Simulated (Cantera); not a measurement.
An adiabatic, constant-volume homogeneous reactor starts with 8.72 % CH₄, 8.30 % O₂, 83.0 % N₂, equivalence ratio 2.1, at 1500 K and 0.390 bar.

Cantera simulation using GRI-Mech 3.0 (53 species, 325 reactions); the numbers are that mechanism's predictions, not measurements.

x: mole fraction; the columns are a selection and need not sum to one.

```tsv
t (s)	T (K)	P (bar)	x CH₄	x O₂	x C₂H₄	x HCO	x NO	x HCN
1.00e-5	1500	0.390	0.0872	0.0830	<1e-12	<1e-12	<1e-12	<1e-12
3.88e-5	1500	0.390	0.0872	0.0830	2.88e-11	<1e-12	<1e-12	<1e-12
0.000151	1500	0.390	0.0872	0.0830	2.60e-9	6.13e-12	<1e-12	<1e-12
0.000585	1500	0.390	0.0871	0.0830	…	2.56e-10	<1e-12	<1e-12
0.00227	1502	0.390	0.0865	0.0826	3.21e-5	1.56e-8	<1e-12	<1e-12
0.00881	2238	0.633	0.000316	7.69e-7	9.77e-7	1.11e-7	7.95e-5	0.000170
0.0342	2229	0.633	8.74e-12	1.29e-6	<1e-12	2.57e-8	0.000163	4.05e-7
0.133	2230	0.634	4.53e-12	1.32e-6	<1e-12	2.59e-8	…	…
0.515	2230	0.634	4.34e-12	1.33e-6	<1e-12	2.59e-8	3.41e-5	3.95e-8
2.00	2230	0.634	4.34e-12	1.33e-6	<1e-12	2.59e-8	3.35e-5	3.89e-8
```

Question: Some entries are withheld; supply them.

Answer: 
- 0.000585, x C₂H₄: 2.98e-7
- 0.133, x NO: 5.97e-5
- 0.133, x HCN: 6.84e-8
